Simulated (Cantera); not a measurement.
Input: 1 mol C3H8, 1.2 mol H2, at 2652 °C.

These are equilibrium values from Cantera (NASA tables, ideal gas, pure condensed phases), not measurements of a reactor. Candidate condensed phases: C, C6H6, C7H8, C8H18; 76 gas species. The ideal-gas law is rough above about 30 bar. Kinetics and transport are ignored.

Which condensed phases are stable at each of these points (P (Pa)): 10, 100, 1000, 10000, 100000, 1000000, 10000000?


```csv
P (Pa),condensed phases,C condensed (%)
10,gas only,0.0
100,gas only,0.0
1000,C(graphite),76.3
10000,C(graphite),84.1
100000,C(graphite),83.4
1000000,C(graphite),82.8
10000000,C(graphite),81.2
```

From 10.0 Pa to 100 Pa nothing is condensed. From 1000 Pa to 1.00e7 Pa the condensed part is C(graphite).
